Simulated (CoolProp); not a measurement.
The fluid at 328.22 K and 1.64 MPa is throttled through a valve to 0.681 MPa with no heat exchange. The same conditions are run with several fluids, on thermodynamics alone (safety and materials aside).

Computed with CoolProp (reference Helmholtz-energy equation of state of each fluid (CH2F2 (R32): Tillner-Roth 1997; sulfur hexafluoride: Guder 2009; carbon dioxide: Span 1996; R13: Platzer 1990; C2F6 (R116): Lemmon 2006)). The equations of Platzer and Polt are older, rougher fits.

Rank CH2F2 (R32), sulfur hexafluoride, carbon dioxide, R13, C2F6 (R116) by temperature change (K), highest first.

C2F6 (R116) (-6.9), sulfur hexafluoride (-8.0), carbon dioxide (-8.5), R13 (-9.1), CH2F2 (R32) (-18.8)

| fluid | final density (kg/m³) |
|---|---|
| CH2F2 (R32) | 14.9 |
| sulfur hexafluoride | 39.8 |
| carbon dioxide | 11.6 |
| R13 | 28.2 |
| C2F6 (R116) | 37.3 |
